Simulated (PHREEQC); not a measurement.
Acid rinse or clean

Consider water at 45 °C with 1.5 mol/kgw HCl, 0.00013 mol/kgw ZnSO4 and 0.0039 mol/kgw CuCl2. Closed to the air; pH follows from the charge balance.

The numbers come from PHREEQC with the ion-association model, phreeqc.dat.

```yaml
pH: -0.04
ionic_strength: 1.51 mol/kgw
activity_of_water: 0.949
density: 1.015 g/cm³
total_alkalinity: -1500 meq/kg
```

```tsv
species	molality	activity	log γ
Cl-	1.50	0.873	-0.236
H+	1.50	1.09	-0.139
CuCl+	0.00219	0.00124	-0.247
Cu+2	0.00120	0.000211	-0.755
CuCl2	0.000504	0.000712	0.151
HSO4-	0.000125	0.000110	-0.053
ZnCl4-2	5.30e-5	7.39e-6	-0.856
ZnCl3-	2.57e-5	1.46e-5	-0.247
ZnCl+	2.38e-5	1.35e-5	-0.247
Zn+2	1.80e-5	2.51e-6	-0.856
ZnCl2	9.40e-6	1.33e-5	0.151
```

No solid was allowed to form. Caution: at this ionic strength the ion-association model is outside its range; a Pitzer model would be the better tool where its parameters exist. Constants without temperature data keep their 25 °C values here.
